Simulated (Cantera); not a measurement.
**Stirred combustor or abatement burner**

A perfectly stirred reactor is fed with CH4 : O2 : N2 = 1 : 2.04 : 7.67 (molar parts), at 9750 Torr; it is adiabatic with a 800 K inlet, and is followed from long to short residence time, starting on the burning branch (τ in s: 0.23, 0.079, 0.028, 0.0097, 0.0034, 0.0012, 0.00042, 0.00015, 5.1e-05, 1.8e-05, 6.3e-06).

Detailed kinetics in Cantera: GRI-Mech 3.0 (53 species, 325 reactions). The pressure lies above the range GRI-Mech 3.0 was tuned for (to about 10 atm).

```
τ (s)    T (K)     x CH4     x O2     x C2H    x C2H2    x CH2   x H2O2
-------  -----  --------  -------  --------  --------  -------  -------
0.23      2541   8.28e-8  0.00791    <1e-12  1.14e-12  4.39e-9  4.39e-7
0.079     2541   2.40e-7  0.00795    <1e-12  5.54e-12  1.28e-8  4.41e-7
0.028     2541   6.72e-7  0.00807    <1e-12  3.26e-11  3.59e-8  4.45e-7
0.0097    2541   1.90e-6  0.00836  2.30e-12  2.25e-10  1.02e-7  4.55e-7
0.0034    2540   5.20e-6  0.00894  1.61e-11   1.53e-9  2.84e-7  4.77e-7
0.0012    2533   1.37e-5  0.00988  1.04e-10   9.49e-9  7.62e-7  5.13e-7
0.00042   2514   3.48e-5   0.0114  5.85e-10   5.03e-8  1.94e-6  5.77e-7
0.00015   2477   8.26e-5   0.0138   2.55e-9   2.04e-7  4.49e-6  6.92e-7
5.1e-5    2416  0.000199   0.0175   9.71e-9   7.34e-7  9.89e-6  9.07e-7
1.8e-5    2329  0.000501   0.0232   3.39e-8   2.67e-6  2.04e-5  1.28e-6
6.3e-6    2162   0.00230   0.0384   2.07e-7   3.10e-5  4.93e-5  2.59e-6
```
x: mole fraction; the columns are a selection and need not sum to one.
